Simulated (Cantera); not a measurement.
# Low-pressure radical oxidation in H2/O2

A perfectly stirred reactor is fed with H2 : O2 : N2 = 0.043 : 1 : 0.59 (molar parts), at 2670 Pa; it is held at 1100 K, and followed from long to short residence time.

Cantera simulation using the H2/O2 subset of GRI-Mech 3.0, which has no nitrogen chemistry; the numbers are that mechanism's predictions, not measurements. Radical loss at walls, strong at low pressure, is not modelled.

| τ (s) | x H2 | x O2 | x HO2 | x H | x H2O2 | x O | x H2O |
|---|---|---|---|---|---|---|---|
| 18 | 2.39e-5 | 0.607 | 5.11e-7 | 2.70e-6 | 4.07e-8 | 0.000121 | 0.0266 |
| 4.9 | 5.26e-5 | 0.607 | 9.07e-7 | 9.87e-6 | 5.72e-8 | 0.000283 | 0.0265 |
| 1.4 | 0.000110 | 0.607 | 1.48e-6 | 3.40e-5 | 7.53e-8 | 0.000633 | 0.0264 |
| 0.38 | 0.000231 | 0.606 | 2.30e-6 | 0.000120 | 9.64e-8 | 0.00141 | 0.0261 |
| 0.11 | 0.000467 | 0.605 | 3.28e-6 | 0.000380 | 1.20e-7 | 0.00286 | 0.0256 |
| 0.029 | 0.00101 | 0.602 | 4.39e-6 | 0.00116 | 1.54e-7 | 0.00543 | 0.0244 |
| 0.0081 | 0.00223 | 0.600 | 5.28e-6 | 0.00267 | 2.02e-7 | 0.00819 | 0.0221 |
x: mole fraction; the columns are a selection and need not sum to one.
